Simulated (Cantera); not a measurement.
An isothermal, constant-pressure homogeneous reactor starts with CO : O2 : H2O : N2 = 0.013 : 0.0026 : 0.00089 : 1 (molar parts), at 1023 K and 7500 Torr.

Detailed kinetics in Cantera: GRI-Mech 3.0 (53 species, 325 reactions).

x: mole fraction; the columns are a selection and need not sum to one.

```csv
t (s),x CO,x O2,x H2O,x NO,x H
0.000200,0.0128,0.00256,0.000876,<1e-12,<1e-12
0.000579,0.0128,0.00256,0.000876,<1e-12,<1e-12
0.00168,0.0128,0.00256,0.000876,<1e-12,1.62e-12
0.00485,0.0128,0.00256,0.000876,<1e-12,4.35e-12
0.0140,0.0128,0.00256,0.000876,<1e-12,1.35e-11
0.0406,0.0128,0.00256,0.000876,<1e-12,5.40e-11
0.118,0.0128,0.00255,0.000876,<1e-12,4.33e-10
0.340,0.0126,0.00248,0.000875,<1e-12,…
0.985,0.0120,0.00219,0.000874,5.16e-12,…
2.85,0.0105,0.00140,0.000871,5.87e-11,…
8.25,0.00810,0.000208,0.000864,3.89e-10,…
23.9,0.00764,1.22e-8,0.000821,1.04e-10,…
69.1,0.00758,<1e-12,0.000763,1.22e-11,…
200,0.00755,<1e-12,0.000730,<1e-12,3.07e-10
```

What belongs in the gaps?


- 0.340, x H: 2.48e-9
- 0.985, x H: 2.84e-9
- 2.85, x H: 3.64e-9
- 8.25, x H: 6.04e-9
- 23.9, x H: 6.95e-9
- 69.1, x H: 2.47e-9
